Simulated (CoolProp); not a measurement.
Values from CoolProp's reference Helmholtz-energy equation of state, Zhou 2014.

Problem. For cyclohexane, give the phase and the density (kg/m³), Joule-Thomson coefficient (K/MPa) at 463.9 K and 1.49 MPa.

Solution. 
- 463.9 K and 1.49 MPa: liquid; density 592, Joule-Thomson coefficient 0.106
